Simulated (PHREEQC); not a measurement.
Dissolve 59 mmol/kgw NaHSO4 at 25 °C. Closed to the air; pH follows from the charge balance.

All values are PHREEQC results (ion-association model, phreeqc.dat), not measurements.

The pH comes out as 1.61 and the ionic strength is 0.113 mol/kgw. The specific conductance comes out as 15100 µS/cm, the density is 1.003 g/cm³ and the total alkalinity is -59.0 meq/kg.

```
species  molality  activity   log γ
-------  --------  --------  ------
Na+        0.0563    0.0438  -0.109
H+         0.0296    0.0243  -0.086
HSO4-      0.0294    0.0228  -0.111
SO4-2      0.0269   0.00963  -0.446
NaSO4-    0.00271   0.00212  -0.107
```

No solid was allowed to form.
